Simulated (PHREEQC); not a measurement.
## Hard or scaling water: an equilibrium model

Solution (25 °C): 0.024 mol SrCl2, 0.00013 mol NaF and 0.0018 mol KCl per kg of water. Closed to the air; pH follows from the charge balance.

Computed with PHREEQC (ion-association model, wateq4f.dat).

Precipitation was switched off in this run.

### Question
Predict the pH.

### Answer
pH 7.00.
